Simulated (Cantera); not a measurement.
Feed: 1 mol MgO, 1.1 mol NF₃, held at 1923 K and 1.30 mbar.

Method: chemical equilibrium by Gibbs-energy minimisation in Cantera with the NASA 1993 tables (ideal gas, pure condensed phases). Candidate condensed phases: Mg, MgF₂, MgO; 24 gas species. Equilibrium is a limit: real reactors are often held back by kinetics, nucleation or transport.

Base state: F 0.387, MgF₂ 0.298, N₂ 0.163, O₂ 0.146, O 0.00383, NO 0.00233 (mole fractions); condensed: gas only.

Problem. What changes in the equilibrium state with this change: MgO replaced by B₂O₃?

Solution. 
```
species  before     after
-------  ------  --------
BOF           0     0.400
O₂        0.146     0.238
BF₃           0     0.189
F         0.387   0.00406
MgF₂      0.298         0
N₂        0.163     0.161
BOF₂          0  0.000329
BO₂           0   9.21e-5
```
The tables' values for BF₂ are old estimates; treat these amounts as uncertain. Further candidate phases: B, BN, B₂O₃.
